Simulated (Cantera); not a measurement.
A closed system holds: 1 mol C2H5OH, 0.21 mol NH3, 26 mol H2, held at 2298 K and 0.330 bar.

Equilibrium computed with Cantera from the NASA thermochemical tables; the gas is ideal and each condensed phase is pure. Candidate condensed phases: C, C6H6, C7H8, C8H18, H2O; 136 gas species. The numbers say what is thermodynamically allowed, not how fast it happens.

Base state: H2 0.943, CO 0.0326, H 0.0162, C2H2 (acetylene) 0.00403, N2 0.00237, HCN 0.00193, HNC 0.000175, CH4 6.30e-5 (mole fractions); condensed: C(graphite).

Q: What changes in the equilibrium state with this change: 1.4 mol N2 added?

A: 
```tsv
species	before	after
H2	0.943	0.898
N2	0.00237	0.0426
CO	0.0326	0.0312
HCN	0.00193	0.00798
H	0.0162	0.0158
HNC	0.000175	0.000726
CH4	6.30e-5	5.72e-5
CH3	2.03e-5	1.89e-5
C(graphite), mol	0.684	0.470
```
